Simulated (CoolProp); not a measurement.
A Linde-Hampson liquefier for normal hydrogen: isothermal reversible compression at 200 K from 1 atm to 10 MPa, throttling to 1 atm, return gas leaving the recuperator 5 K below the feed. Each further row changes one setting.

Model: reference Helmholtz-energy equation of state, Leachman 2009, in CoolProp.

| case | compression work (kJ/kg of gas) |
|---|---|
| as stated | 3850 |
| high pressure 20 MPa | 4480 |
| warm-end temperature 230 K | 4420 |
| warm-end gap 10 K | 3850 |
